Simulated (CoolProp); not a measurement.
Aqueous ethanol as a coolant, 47 % by mass, freezing at -35.4 °C, 1 atm.

Model: Melinder's fits for secondary coolants, in CoolProp.

```csv
T (°C),viscosity (mPa s),cp (kJ/(kg K)),Prandtl number,density (kg/m³)
-27,35.5,3.371,379,955.9
-21.9,24.6,3.443,267,952.2
-16.8,17.5,3.512,193,948.4
-11.7,12.8,3.576,143,944.6
-6.6,9.56,3.637,108,940.8
-1.5,7.32,3.694,83.6,936.9
3.5,5.74,3.746,66.2,933.1
8.6,4.56,3.794,53.0,929.2
13.7,3.68,3.839,43.1,925.2
18.8,3.02,3.879,35.5,921.2
23.9,2.50,3.915,29.6,917.2
29,2.10,3.946,24.9,913.2
34.1,1.77,3.973,21.1,909.2
```
